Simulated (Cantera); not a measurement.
# Low-pressure radical oxidation in H2/O2

A perfectly stirred reactor is fed with H2 : O2 = 0.0063 : 1 (molar parts), equivalence ratio 0.0032, at 12.0 Torr; it is held at 1450 K, and followed from long to short residence time.

Detailed kinetics in Cantera: the H2/O2 subset of GRI-Mech 3.0, which has no nitrogen chemistry. Radical loss at walls, strong at low pressure, is not modelled.

| τ (s) | x H2 | x O2 | x H | x OH | x H2O2 | x H2O |
|---|---|---|---|---|---|---|
| 7.5 | 4.82e-6 | 0.993 | 6.95e-6 | 0.000386 | 2.26e-9 | 0.00608 |
| 2.9 | 8.24e-6 | 0.992 | 1.55e-5 | 0.000503 | 3.08e-9 | 0.00601 |
| 1.1 | 1.40e-5 | 0.991 | 3.14e-5 | 0.000636 | 3.95e-9 | 0.00592 |
| 0.44 | 2.30e-5 | 0.990 | 5.28e-5 | 0.000756 | 4.69e-9 | 0.00584 |
| 0.17 | 4.04e-5 | 0.989 | 7.59e-5 | 0.000860 | 5.31e-9 | 0.00576 |
| 0.067 | 7.75e-5 | 0.988 | 9.44e-5 | 0.000946 | 5.88e-9 | 0.00566 |
| 0.026 | 0.000167 | 0.988 | 0.000110 | 0.00105 | 6.71e-9 | 0.00551 |
| 0.010 | 0.000385 | 0.988 | 0.000127 | 0.00121 | 8.12e-9 | 0.00521 |
| 0.0040 | 0.000863 | 0.989 | 0.000142 | 0.00140 | 1.00e-8 | 0.00463 |
| 0.0015 | 0.00201 | 0.990 | 0.000136 | 0.00150 | 1.11e-8 | 0.00344 |
| 0.00060 | 0.00428 | 0.992 | 7.10e-5 | 0.000956 | 6.30e-9 | 0.00147 |
x: mole fraction; the columns are a selection and need not sum to one.
